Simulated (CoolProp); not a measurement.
Properties of cyclopentane at several states (Tc = 511.7 K, pc = 4.583 MPa, ω = 0.202).

Values from CoolProp's reference Helmholtz-energy equation of state, Gedanitz 2015.

```
T (K)  p (MPa)   phase  density (kg/m³)  cp (kJ/(kg K))  isothermal compressibility (1/MPa)
-----  -------  ------  ---------------  --------------  ----------------------------------
427.8   0.0969     gas            1.937               …                               10.46
413.4     6.41  liquid                …               …                                   …
347.5     22.9  liquid                …               …                                   …
```

Problem. What belongs in the gaps?

Solution. 
- 427.8, cp (kJ/(kg K)): 1.837
- 413.4, density (kg/m³): 623.5
- 413.4, cp (kJ/(kg K)): 2.411
- 413.4, isothermal compressibility (1/MPa): 0.004138
- 347.5, density (kg/m³): 717.3
- 347.5, cp (kJ/(kg K)): 1.998
- 347.5, isothermal compressibility (1/MPa): 0.001452
